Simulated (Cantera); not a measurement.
Feed: 1 mol CHF₃, 0.41 mol CH₄, 0.31 mol H₂.

Cantera equilibrium calculation (NASA polynomials, part measured and part estimated; ideal gas, pure solids and liquids). Candidate condensed phases: C, C₆H₆, C₇H₈, C₈H₁₈; 95 gas species. The numbers say what is thermodynamically allowed, not how fast it happens.

What condenses at these points (T in K, P in Pa): (3000, 100000); (2400, 75); (2550, 75); (2700, 4.2); (2400, 1300)?


```
T (K)  P in Pa  condensed phases  C condensed (%)
-----  -------  ----------------  ---------------
3000    100000                 C             98.6
2400        75                 C             99.8
2550        75                 C             98.5
2700       4.2          gas only              0.0
2400      1300                 C             99.9
```
